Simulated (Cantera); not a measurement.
What does this Cantera script print?

```python
import numpy as np
import cantera as ct

gas_names = """
    H H2 N NH NH2 NH3 N2 N2H2 N2H4 Pb Pb2
""".split()
cond_names = """
    Pb(cr) Pb(L)
""".split()


# ... load() reads the species with a 1 bar reference pressure and builds the phases ...
atoms = {
    'Pb': {'Pb': 1},
    'NH3': {'N': 1, 'H': 3},
    'N2': {'N': 2},
}
top_T = {}  # K; cautious upper limits of use, not melting points


# ... equilibrate(T, P, feed) seeds the gas with the atoms and calls Mixture.equilibrate('TP', solver="vcs", rtol=1e-11, max_steps=5000) ...
results = []
T = 1673  # K
P = 13332.2  # Pa
for m in [1.6, 2.2, 3.2, 4.5, 6.3, 8.9, 13, 18, 25]:
    feed = {'Pb': 1, 'NH3': 0.36, 'N2': m}  # mol
    mix = equilibrate(T, P, feed)
    results.append((T, P, feed, dict(zip(mix.species_names, mix.species_moles))))

top = {s: max(r[3][s] / sum(r[3][g] for g in gas_names) for r in results) for s in gas_names}
cols = sorted((s for s in top if top[s] > 1e-05), key=lambda s: -top[s])[:7]
seen = [c for c in cond_names if any(r[3].get(c, 0) > 1e-12 for r in results)]
print("log10 of partial pressures in bar; condensed amounts in mol")
print(f"{'n(N2)':>10s}" + "".join(f"{s[:9]:>10s}" for s in cols + seen))
for T, P, feed, n in results:
    ng = sum(n[g] for g in gas_names)
    print(f"{feed['N2']:10.4g}" + "".join(f"{np.log10(max(n[s] / ng * P / 1e5, 1e-99)):10.3f}" for s in cols)
          + "".join(f"{n.get(c, 0):10.4g}" for c in seen))
```

It prints:

```
log10 of partial pressures in bar; condensed amounts in mol
     n(N2)        N2        Pb        H2         H       Pb2
       1.6    -1.146    -1.397    -1.664    -4.776    -4.784
       2.2    -1.092    -1.469    -1.736    -4.812    -4.928
       3.2    -1.038    -1.567    -1.835    -4.861    -5.125
       4.5    -0.999    -1.669    -1.937    -4.912    -5.329
       6.3    -0.968    -1.779    -2.047    -4.967    -5.549
       8.9    -0.943    -1.901    -2.169    -5.028    -5.793
        13    -0.923    -2.043    -2.311    -5.099    -6.077
        18    -0.910    -2.170    -2.438    -5.163    -6.331
        25    -0.901    -2.302    -2.570    -5.229    -6.594
```

These are equilibrium values from Cantera (NASA tables, ideal gas, pure condensed phases), not measurements of a reactor.
